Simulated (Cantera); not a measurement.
Cantera with NASA thermochemical tables; ideal gases at 1 bar, condensed phases pure. Values are per mole of reaction as written; species without (g) are pure solids or liquids, kept so even where they would boil at 1 bar.

Question: Between 300 and 1925 K, where is each reaction favourable under standard conditions?
- Cr + CrO₃(g) = Cr₂O₃

Answer: 
- Cr + CrO₃(g) = Cr₂O₃: ΔG° is -779 kJ at 300 K and -481 kJ at 1925 K; it stays negative (K > 1). ΔH° is -818 kJ and ΔS° -175 J/K at 1925 K.
